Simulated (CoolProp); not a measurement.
A Linde-Hampson liquefier for dry air: isothermal reversible compression at 280 K from 1 atm to 25 MPa, throttling to 1 atm, return gas leaving the recuperator 5 K below the feed. Each further row changes one setting.

Values from CoolProp's reference Helmholtz-energy equation of state, Lemmon 2000. It is a pseudo-pure fit of the blend.

| case | liquid yield per pass | compression work (kJ/kg of gas) |
|---|---|---|
| as stated | ? | 440 |
| high pressure 50 MPa | ? | ? |
| warm-end temperature 310 K | ? | 491 |
| warm-end gap 10 K | 0.090 | 440 |

Question: Some entries are withheld; supply them.

Answer: 
- as stated, liquid yield per pass: 0.101
- high pressure 50 MPa, liquid yield per pass: 0.116
- high pressure 50 MPa, compression work (kJ/kg of gas): 504
- warm-end temperature 310 K, liquid yield per pass: 0.072
